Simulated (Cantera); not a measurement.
## Chemical vapour transport: Si + HCl + H₂

Feed: 1 mol Si, 0.017 mol HCl, 1.6 mol H₂, at 825 Torr.

These are equilibrium values from Cantera (NASA tables, ideal gas, pure condensed phases), not measurements of a reactor. Candidate condensed phases: Si; 19 gas species. The tables' values for SiCl₃ are old estimates; treat these amounts as uncertain. Kinetics and transport are ignored.

| T (K) | x H₂ | x HCl | x SiHCl₃ | x SiCl₄ | n Si(s) |
|---|---|---|---|---|---|
| 725 | 0.997 | 0.000143 | 0.00201 | 0.000939 | 0.995 |
| 800 | 0.996 | 0.000434 | 0.00192 | 0.000924 | 0.995 |
| 875 | 0.996 | 0.00107 | 0.00177 | 0.000867 | 0.995 |
| 950 | 0.995 | 0.00222 | 0.00154 | 0.000748 | 0.996 |
| 1025 | 0.994 | 0.00396 | 0.00120 | 0.000558 | 0.997 |
| 1100 | 0.992 | 0.00608 | 0.000792 | 0.000329 | 0.998 |
| 1175 | 0.991 | 0.00799 | 0.000407 | 0.000139 | 0.999 |
| 1250 | 0.990 | 0.00914 | 0.000165 | 4.27e-5 | 0.999 |
| 1325 | 0.990 | 0.00961 | 6.04e-5 | 1.14e-5 | 0.999 |
| 1400 | 0.990 | 0.00976 | 2.27e-5 | 3.16e-6 | 0.999 |
| 1475 | 0.990 | 0.00981 | 9.15e-6 | 9.58e-7 | 0.999 |
| 1550 | 0.990 | 0.00981 | 3.99e-6 | 3.22e-7 | 0.999 |
x: gas mole fraction; n: condensed amount in mol.

From 725 K to 1550 K the condensed part is Si(s). The main Si-bearing gas is SiHCl₃ at 725 K and SiCl₂ at 1550 K.
